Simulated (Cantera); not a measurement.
# Moist CO burnout

An isothermal, constant-pressure homogeneous reactor starts with CO : O2 : H2O : N2 = 0.013 : 0.0047 : 0.00023 : 1 (molar parts), at 1125 K and 0.190 bar.

Detailed kinetics in Cantera: GRI-Mech 3.0 (53 species, 325 reactions).

| t (s) | x CO | x O2 | x H2O | x CO2 | x HO2 |
|---|---|---|---|---|---|
| 2.00e-6 | 0.0128 | 0.00462 | 0.000226 | <1e-12 | <1e-12 |
| 8.12e-6 | 0.0128 | 0.00462 | 0.000226 | 1.26e-12 | <1e-12 |
| 3.30e-5 | 0.0128 | 0.00462 | 0.000226 | 5.11e-12 | <1e-12 |
| 0.000134 | 0.0128 | 0.00462 | 0.000226 | 2.08e-11 | <1e-12 |
| 0.000543 | 0.0128 | 0.00462 | 0.000226 | 8.45e-11 | <1e-12 |
| 0.00220 | 0.0128 | 0.00462 | 0.000226 | 3.49e-10 | <1e-12 |
| 0.00894 | 0.0128 | 0.00462 | 0.000226 | 1.61e-9 | 7.76e-12 |
| 0.0363 | 0.0128 | 0.00462 | 0.000226 | 1.86e-8 | 3.74e-10 |
| 0.147 | 0.0127 | 0.00458 | 0.000224 | 4.85e-5 | 1.19e-7 |
| 0.598 | 0.00417 | 0.000308 | 5.88e-5 | 0.00865 | 2.59e-8 |
| 2.43 | 0.00348 | 1.09e-6 | 0.000149 | 0.00935 | 1.03e-10 |
| 9.85 | 0.00349 | 2.15e-8 | 0.000166 | 0.00934 | 1.98e-12 |
| 40.0 | 0.00350 | 3.85e-10 | 0.000169 | 0.00933 | <1e-12 |
x: mole fraction; the columns are a selection and need not sum to one.

Equilibrium at this temperature and pressure: CO 0.00350, O2 <1e-12, H2O 0.000169, CO2 0.00933, HO2 <1e-12 (gas phase only).
